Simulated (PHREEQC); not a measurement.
**Acid mine or pickling water**

A made-up water analysis in mg/L, 25 °C, pH 3.8, pe 11.9:

| constituent | mg/L |
|---|---|
| Na | 259 |
| K | 46.7 |
| Ca | 33.2 |
| Mg | 22.4 |
| Cl | 128 |
| S(6) as SO4 | 717 |
| Zn | 1.57 |
| Al | 24.9 |

Valence states are taken as typed.

Computed with PHREEQC (ion-association model, wateq4f.dat).

Each row changes one thing in this solution. No solid was allowed to form.

```tsv
case	ionic strength (mol/kgw)	SO4-2 (mol/kgw)	AlSO4+ (mol/kgw)	Mg+2 (mol/kgw)	Ca+2 (mol/kgw)	MgSO4 (mol/kgw)	SI of Gibbsite (Al(OH)3)	SI of Gypsum (CaSO4:2H2O)
as made	0.0236	0.00587	0.000676	0.000640	0.000605	0.000282	-0.96	-1.37
temperature from 25 to 45 °C at the same typed pH	…	0.00570	0.000684	0.000551	…	0.000372	+0.01	-1.38
all concentrations times 4 at the same typed pH	0.0861	…	…	0.00206	0.00202	0.00164	-0.81	-0.59
S(6) from 717 to 2150 mg/L	0.0505	…	0.000656	0.000457	0.000449	0.000467	-1.44	-1.13
```

What belongs in the gaps?


- temperature from 25 to 45 °C at the same typed pH, ionic strength (mol/kgw): 0.0230
- temperature from 25 to 45 °C at the same typed pH, Ca+2 (mol/kgw): 0.000585
- all concentrations times 4 at the same typed pH, SO4-2 (mol/kgw): 0.0209
- all concentrations times 4 at the same typed pH, AlSO4+ (mol/kgw): 0.00261
- S(6) from 717 to 2150 mg/L, SO4-2 (mol/kgw): 0.0198

Complexes and solids missing from the database can't appear. Constants without temperature data keep their 25 °C values here.
